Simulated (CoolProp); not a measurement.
Vapour-liquid equilibrium of R125 (1) + cyclopropane (2) at 300.3 K; x and y are mole fractions of (1).

Computed with CoolProp (multi-fluid Helmholtz-energy mixture model, Lemmon 2005 and Polt 1992; pair parameters Bell 2016). This equation is an older, rougher fit; its heat capacities, sound speeds and derivatives of the liquid may be far off and weren't checked against measurements.

```tsv
x	bubble pressure (bar)	y at the bubble point	dew pressure at overall composition x (bar)	liquid density (mol/L)
0.05	9.151	0.178	8.047	14.27
0.125	10.81	0.329	8.666	13.74
0.2	11.99	0.419	9.369	13.24
0.275	12.84	0.481	10.17	12.76
0.35	13.48	0.529	11.07	12.32
0.425	13.97	0.570	12.07	11.90
0.5	14.36	0.610	13.10	11.52
0.575	14.68	0.650	14.02	11.17
0.65	14.92	0.694	14.68	10.85
0.725	15.07	0.743	15.03	10.57
0.8	15.12	0.799	15.12	10.32
0.875	15.04	0.864	15.01	10.10
0.95	14.82	0.941	14.78	9.913
```

y crosses x between x = 0.725 and 0.8: the model has an azeotrope there.

Pair parameters are fitted to limited data, so mixtures are less certain than the pure fluids.
